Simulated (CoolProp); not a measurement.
Dimethyl ether along the isobar 101 kPa: density (kg/m³) from the reference equation and from simpler models built on Tc = 127.2 °C, pc = 5337 kPa, ω = 0.196; each cubic takes its own stable root.

The numbers come from the reference Helmholtz-energy equation of state, Wu 2011 in CoolProp.

```csv
T (°C),phase,reference
-35.15,liquid,749.3
-29.95,liquid,742.3
-19.55,gas,2.284
-14.35,gas,2.232
-9.15,gas,2.183
-3.95,gas,2.136
1.25,gas,2.092
6.45,gas,2.049
11.65,gas,2.008
16.85,gas,1.970
22.05,gas,1.932
27.25,gas,1.897
```

Question: How far does each simpler model (van der Waals, Redlich-Kwong, Soave-Redlich-Kwong, Peng-Robinson) lie from the reference over these 12 states: mean and median of the absolute difference, and the worst?

Answer: 
- van der Waals: mean 17.6 %, median 1.2 %, worst -99.7 % at -29.95 °C and 101 kPa
- Redlich-Kwong: mean 9.7 %, median 0.7 %, worst -99.7 % at -29.95 °C and 101 kPa
- Soave-Redlich-Kwong: mean 1.8 %, median 0.5 %, worst -8.3 % at -35.15 °C and 101 kPa
- Peng-Robinson: mean 0.9 %, median 0.4 %, worst +3.5 % at -29.95 °C and 101 kPa

At some of these states van der Waals, Redlich-Kwong gives the other phase, because its saturation line lies elsewhere.
